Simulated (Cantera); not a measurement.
Standard-state values (1 bar) from the NASA 1993 polynomials, evaluated with Cantera. Values are per mole of reaction as written; species without (g) are pure solids or liquids, kept so even where they would boil at 1 bar.

Q: Between 300 and 2075 K, where is each reaction favourable under standard conditions?
- 0.6667 Cr + O2(g) ⇌ 0.6667 CrO3(g)
- 2 H2(g) + O2(g) ⇌ 2 H2O(g)
- 2 B + O2(g) ⇌ B2O2(g)

A: 
- 0.6667 Cr + O2(g) ⇌ 0.6667 CrO3(g): ΔG° is -182 kJ at 300 K and -95 kJ at 2075 K; it stays negative (K > 1). ΔH° is -209 kJ and ΔS° -55 J/K at 2075 K.
- 2 H2(g) + O2(g) ⇌ 2 H2O(g): ΔG° is -457 kJ at 300 K and -262 kJ at 2075 K; it stays negative (K > 1). ΔH° is -503 kJ and ΔS° -116 J/K at 2075 K.
- 2 B + O2(g) ⇌ B2O2(g): ΔG° is -464 kJ at 300 K and -503 kJ at 2075 K; it stays negative (K > 1). ΔH° is -469 kJ and ΔS° 17 J/K at 2075 K.
